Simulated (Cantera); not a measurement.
Charge: 1 mol CH₄, 0.59 mol NH₃, 41 mol N₂, equilibrated at 10000 Pa.

Equilibrium computed with Cantera from the NASA thermochemical tables; the gas is ideal and each condensed phase is pure. Candidate condensed phases: C, C₆H₆, C₇H₈, C₈H₁₈; 92 gas species. The numbers say what is thermodynamically allowed, not how fast it happens.

Over these rows the condensed part is C(graphite). Partial pressures as log10 of bar:

| T (K) | 1000/T (1/K) | log p HCN | log p N₂ | log p H₂ |
|---|---|---|---|---|
| 1050 | 0.9524 | -6.56 | -1.03 | -2.19 |
| 1100 | 0.9091 | -6.26 | -1.03 | -2.19 |
| 1150 | 0.8696 | -5.99 | -1.03 | -2.19 |
| 1200 | 0.8333 | -5.73 | -1.03 | -2.19 |
| 1250 | 0.8000 | ? | -1.03 | -2.19 |
| 1300 | 0.7692 | -5.29 | -1.03 | -2.19 |

Problem. Fit log p(HCN) = a + b·(1000/T) to the five rows, give the apparent enthalpy, and predict the row at 1250 K.

Solution. Means: 1000/T = 0.8667, log p = -5.966. Sxy = -0.137233, Sxx = 0.0197725, so b = -6.94 and a = -5.966 − (-6.94)×0.8667 = 0.05.
Apparent enthalpy: −19.145 × (-6.94) = 133 kJ/mol. With the condensed phases at unit activity, C(graphite) + 1/2 N₂(g) + 1/2 H₂(g) = HCN(g) links this pressure to the main gases: over the six rows their terms move log p by +0.00 in all, so the slope is close to that reaction's ΔH°. The five rows lie within 0.01 of the line.
Prediction at 1250 K: 0.05 + (-6.94)×0.8000 = -5.50. The computed value is -5.50, 0.00 from the line.
